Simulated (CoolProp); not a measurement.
Vapour-liquid equilibrium of R143a (1) + isobutane (2) at 0.999 bar; x and y are mole fractions of (1).

The numbers come from the multi-fluid Helmholtz-energy mixture model, Lemmon and Jacobsen 2000 and Bücker 2006; pair parameters Bell 2016 in CoolProp.

| x | bubble temperature, mixture model (°C) | bubble temperature, Raoult's law (°C) | y, mixture model | y, Raoult's law |
|---|---|---|---|---|
| 0.05 | … | -15.9 | … | 0.183 |
| 0.2 | … | -24.8 | 0.748 | 0.528 |
| 0.35 | -43.9 | -31.3 | 0.805 | 0.714 |
| 0.5 | -45.2 | -36.3 | … | 0.828 |
| 0.65 | … | -40.4 | 0.847 | 0.902 |
| 0.8 | … | -43.8 | 0.881 | 0.953 |
| 0.95 | -47.5 | -46.7 | … | 0.990 |

### Question
Fill in the missing entries.

### Answer

- 0.05, bubble temperature, mixture model (°C): -25.6
- 0.05, y, mixture model: 0.445
- 0.2, bubble temperature, mixture model (°C): -40.3
- 0.5, y, mixture model: 0.827
- 0.65, bubble temperature, mixture model (°C): -46.0
- 0.8, bubble temperature, mixture model (°C): -46.8
- 0.95, y, mixture model: 0.956

The largest gap from Raoult's law is -15.5 K in bubble temperature, at x = 0.2. No azeotrope shows between x = 0.05 and 0.95.

Pair parameters are fitted to limited data, so mixtures are less certain than the pure fluids. With so large a gap from Raoult's law the liquid may split in two, which this calculation doesn't test in full.
